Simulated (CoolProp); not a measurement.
Properties of R227EA at several states.

Model: reference Helmholtz-energy equation of state, Lemmon 2016, in CoolProp.

| T (K) | p (kPa) | phase | cp (kJ/(kg K)) | speed of sound (m/s) | isothermal compressibility (1/MPa) | expansivity (1/kK) | Prandtl number |
|---|---|---|---|---|---|---|---|
| 393.5 | 663 | gas | 0.9708 | 134.0 | 1.623 | 3.257 | 0.710 |
| 244.3 | 213 | liquid | 1.056 | 639.7 | 0.002178 | 2.093 | 7.14 |
| 344.6 | 1360 | gas | 1.126 | 99.64 | 1.137 | 9.207 | 0.826 |
| 390.4 | 28.3 | gas | 0.9367 | 141.6 | 35.44 | 2.588 | 0.697 |
| 181.1 | 742 | liquid | 0.9619 | 914.4 | 0.0009441 | 1.607 | 15.3 |
| 391.4 | 17200 | supercritical | 1.249 | 341.6 | 0.009529 | 2.936 | 3.21 |

Viscosity comes from a separate model (Huber 2003), an estimate that may be off by 10 % or more. Thermal conductivity comes from a separate model (Huber 2003), an estimate that may be off by 10 % or more.
